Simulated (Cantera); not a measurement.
A perfectly stirred reactor is fed with NO : N₂ = 1 : 0.6 (molar parts), at 100000 Pa; it is held at 2200 K, and followed from long to short residence time.

Model: GRI-Mech 3.0 (53 species, 325 reactions), integrated in Cantera.

### Question
What does this change do: pressure from 100000 Pa to 28000 Pa?

### Answer
```csv
quantity,before,after
x(NO) at τ = 26.0 s,0.0186,0.0223
x(O) at τ = 26.0 s,0.00150,0.00281
x(N₂) at τ = 26.0 s,0.678,0.675
x(NO₂) at τ = 26.0 s,2.84e-5,1.79e-5
x(N₂O) at τ = 26.0 s,7.92e-7,4.89e-7
x(NO) at τ = 0.170 s,0.238,0.355
x(O) at τ = 0.170 s,0.00122,0.00196
x(N₂) at τ = 0.170 s,0.568,0.509
x(NO₂) at τ = 0.170 s,0.000291,0.000192
x(N₂O) at τ = 0.170 s,2.58e-5,5.00e-5
```
